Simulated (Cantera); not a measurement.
# Stirred combustor or abatement burner

A perfectly stirred reactor is fed with CH₃OH : O₂ : N₂ = 1 : 1.25 : 4.7 (molar parts), equivalence ratio 1.2, at 46000 Pa; it is adiabatic with a 448 K inlet, and is followed from long to short residence time, starting on the burning branch (τ in s: 0.026, 0.014, 0.0074, 0.0039, 0.0021, 0.0011, 0.0006, 0.00032, 0.00017, 9.3e-05, 5e-05, 2.7e-05).

Detailed kinetics in Cantera: GRI-Mech 3.0 (53 species, 325 reactions). GRI-Mech 3.0 was tuned for natural gas; its chemistry of methanol as a main component is partial and can be far from experiment.

```csv
τ (s),T (K),x CH₃OH,x O₂,x HO₂,x H₂O₂,x N₂O
0.026,2140,3.30e-6,0.00368,7.22e-7,5.78e-8,2.24e-8
0.014,2107,5.12e-6,0.00485,9.93e-7,7.27e-8,2.28e-8
0.0074,2069,8.20e-6,0.00621,1.36e-6,9.18e-8,2.31e-8
0.0039,2029,1.35e-5,0.00766,1.86e-6,1.15e-7,2.34e-8
0.0021,1991,2.26e-5,0.00908,2.52e-6,1.41e-7,2.36e-8
0.0011,1954,4.02e-5,0.0106,3.56e-6,1.71e-7,2.38e-8
0.00060,1923,7.20e-5,0.0123,5.32e-6,2.05e-7,2.39e-8
0.00032,1889,0.000140,0.0149,9.37e-6,2.53e-7,2.39e-8
0.00017,1844,0.000309,0.0197,2.24e-5,3.62e-7,2.36e-8
9.3e-5,448,0.144,0.180,<1e-12,<1e-12,<1e-12
5.0e-5,448,0.144,0.180,<1e-12,<1e-12,<1e-12
2.7e-5,448,0.144,0.180,<1e-12,<1e-12,<1e-12
```
x: mole fraction; the columns are a selection and need not sum to one.
